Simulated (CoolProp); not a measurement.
Vapour-liquid equilibrium of ethanol (1) + cyclohexane (2) at 454.6 K; x and y are mole fractions of (1).

Model: multi-fluid Helmholtz-energy mixture model, Schroeder 2014 and Zhou 2014; pair parameters Bell 2016, in CoolProp.

| x | bubble pressure, mixture model (bar) | bubble pressure, Raoult's law (bar) | y, mixture model | y, Raoult's law |
|---|---|---|---|---|
| 0.05 | 12.08 | 10.44 | 0.181 | 0.098 |
| 0.125 | 14.59 | 11.22 | 0.336 | 0.228 |
| 0.2 | 16.42 | 12.01 | 0.427 | 0.340 |
| 0.275 | 17.75 | 12.80 | 0.489 | 0.439 |
| 0.35 | 18.74 | 13.59 | 0.537 | 0.526 |
| 0.425 | 19.51 | 14.38 | 0.578 | 0.604 |
| 0.5 | 20.10 | 15.17 | 0.616 | 0.673 |
| 0.575 | 20.57 | 15.96 | 0.654 | 0.736 |
| 0.65 | 20.91 | 16.75 | 0.696 | 0.793 |
| 0.725 | 21.13 | 17.54 | 0.743 | 0.845 |
| 0.8 | 21.19 | 18.33 | 0.798 | 0.892 |
| 0.875 | 21.07 | 19.12 | 0.863 | 0.935 |
| 0.95 | 20.76 | 19.91 | 0.940 | 0.975 |

The largest gap from Raoult's law is +38.7 % in bubble pressure, at x = 0.275. y crosses x between x = 0.725 and 0.8: the model has an azeotrope there.

The pair parameters rest on a limited set of measurements; away from them the model extrapolates.
